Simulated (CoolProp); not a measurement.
Vapour-liquid equilibrium of CHF3 (R23) (1) + propylene (2) at 0.192 MPa; x and y are mole fractions of (1).

Computed with CoolProp (multi-fluid Helmholtz-energy mixture model, Penoncello 2003 and Lemmon 2013; pair parameters Bell 2016).

| x | bubble temperature, mixture model (K) | bubble temperature, Raoult's law (K) | y, mixture model | y, Raoult's law |
|---|---|---|---|---|
| 0.05 | 228.8 | 236.2 | 0.402 | 0.206 |
| 0.15 | 216.3 | 229.1 | 0.690 | 0.474 |
| 0.25 | 210.6 | 223.7 | 0.784 | 0.637 |
| 0.35 | 207.8 | 219.3 | 0.825 | 0.744 |
| 0.45 | 206.3 | 215.7 | 0.847 | 0.819 |
| 0.55 | 205.4 | 212.6 | 0.862 | 0.873 |
| 0.65 | 204.8 | 210.0 | 0.874 | 0.914 |
| 0.75 | 204.2 | 207.7 | 0.890 | 0.946 |
| 0.85 | 203.6 | 205.7 | 0.914 | 0.971 |
| 0.95 | 203.1 | 203.8 | 0.961 | 0.991 |

The largest gap from Raoult's law is -13.1 K in bubble temperature, at x = 0.25. No azeotrope shows between x = 0.05 and 0.95.

Pair parameters are fitted to limited data, so mixtures are less certain than the pure fluids. With so large a gap from Raoult's law the liquid may split in two, which this calculation doesn't test in full.
